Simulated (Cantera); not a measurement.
Input: 1 mol CH3Cl, 5.2 mol H2, at 0.0133 bar.

Method: chemical equilibrium by Gibbs-energy minimisation in Cantera with the NASA 1993 tables (ideal gas, pure condensed phases). Candidate condensed phases: C, C6H6, C7H8, C8H18; 91 gas species. Equilibrium is a limit: real reactors are often held back by kinetics, nucleation or transport. All values below are at 1950 K.

Base state: H2 0.852, HCl 0.137, H 0.00916, Cl 0.00110, C2H2 (acetylene) 0.000466 (mole fractions); condensed: C(graphite).

Problem. What changes in the equilibrium state with this change: CH3Cl replaced by CH2F2?

Solution. 
| species | before | after |
|---|---|---|
| H2 | 0.852 | 0.715 |
| HF | 0 | 0.277 |
| H | 0.00916 | 0.00839 |
| HCl | 0.137 | 0 |
| Cl | 0.00110 | 0 |
| C2H2 (acetylene) | 0.000466 | 0.000391 |
| C(graphite), mol | 0.993 | 0.994 |
